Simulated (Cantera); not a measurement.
Input: 1 mol c-C4F8, 1.6 mol CH4, 14 mol H2, 0.061 mol F2, equilibrated at 2475 K and 1.40 Pa.

Method: chemical equilibrium by Gibbs-energy minimisation in Cantera with the NASA 1993 tables (ideal gas, pure condensed phases). Candidate condensed phases: C, C6H6, C7H8, C8H18; 95 gas species. The feed counts by its element totals alone. Equilibrium is a limit: real reactors are often held back by kinetics, nucleation or transport.

Q: What is the equilibrium state?

A: x(H): 0.724
x(HF): 0.206
x(C3): 0.0240
x(F): 0.0201
x(H2): 0.0145
x(C): 0.00840
x(C2): 0.00220
x(CF): 0.000608
x(C2H): 0.000479
n(C(graphite)): 2.48 mol
gas amount: 35.86 mol
